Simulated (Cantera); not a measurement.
An isothermal, constant-pressure homogeneous reactor starts with NH3 : N2 = 1 : 3.6 (molar parts), at 2300 K and 0.0809 atm.

Detailed kinetics in Cantera: the gas-phase N/H chemistry of the illustrative SiF4/NH3 mechanism in the Surface Chemkin manual (1991). Walls and surfaces, which speed up NH3 decomposition in real reactors, are not modelled.

x: mole fraction; the columns are a selection and need not sum to one.

| t (s) | x NH3 | x NH | x H | x H2 | x NH2 | x N2H2 | x N |
|---|---|---|---|---|---|---|---|
| 0.000700 | 0.212 | 3.67e-5 | 2.96e-5 | 0.00473 | 0.00248 | 4.89e-6 | 5.59e-7 |
| 0.00231 | 0.198 | 5.09e-5 | 8.84e-5 | 0.0223 | 0.00215 | 4.92e-6 | 2.19e-6 |
| 0.00765 | … | … | … | … | … | … | … |
| 0.0253 | 0.0793 | 5.36e-5 | 0.000588 | 0.169 | 0.000862 | 1.56e-6 | 7.35e-6 |
| 0.0837 | … | … | … | 0.254 | … | … | 7.51e-6 |
| 0.277 | 1.07e-5 | 1.08e-6 | 0.00996 | 0.262 | 1.29e-6 | 3.14e-11 | 1.90e-6 |
| 0.915 | 2.05e-7 | 6.33e-8 | 0.0171 | 0.257 | 4.33e-8 | <1e-12 | 1.95e-7 |
| 3.02 | 1.19e-7 | 3.74e-8 | 0.0172 | 0.257 | 2.54e-8 | <1e-12 | 1.16e-7 |
| 10.0 | 1.19e-7 | 3.72e-8 | 0.0172 | 0.257 | 2.53e-8 | <1e-12 | 1.16e-7 |

### Question
Fill in the missing entries.

### Answer

- 0.00765, x NH3: 0.158
- 0.00765, x NH: 6.02e-5
- 0.00765, x H: 0.000230
- 0.00765, x H2: 0.0714
- 0.00765, x NH2: 0.00155
- 0.00765, x N2H2: 3.58e-6
- 0.00765, x N: 5.18e-6
- 0.0837, x NH3: 0.0100
- 0.0837, x NH: 2.64e-5
- 0.0837, x H: 0.00160
- 0.0837, x NH2: 0.000199
- 0.0837, x N2H2: 1.54e-7
